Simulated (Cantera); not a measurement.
A closed system holds: 1 mol CaO, 20 mol HCl, equilibrated at 625 °C and 1.33 mbar.

These are equilibrium values from Cantera (NASA tables, ideal gas, pure condensed phases), not measurements of a reactor. Candidate condensed phases: Ca, CaCl2, CaO, Ca(OH)2, H2O; 21 gas species. Condensed phases not in the tables: oxide chlorides. Equilibrium is a limit: real reactors are often held back by kinetics, nucleation or transport.

Base state: HCl 0.947, H2O 0.0526 (mole fractions); condensed: CaCl2(s).

Problem. What changes in the equilibrium state with this change: temperature from 625 °C to 977 °C?

Solution. 
```json
[
 {"species": "HCl", "before": "0.947", "after": "0.932"},
 {"species": "H2O", "before": "0.0526", "after": "0.0518"},
 {"species": "CaCl2", "before": "2.30e-7", "after": "0.0158"},
 {"species": "Cl", "before": "1.97e-6", "after": "0.000600"},
 {"species": "H2", "before": "2.00e-6", "after": "0.000308"},
 {"species": "CaCl2(s), mol", "before": "1.000", "after": "0"},
 {"species": "CaCl2(l), mol", "before": "0", "after": "0.695"}
]
```
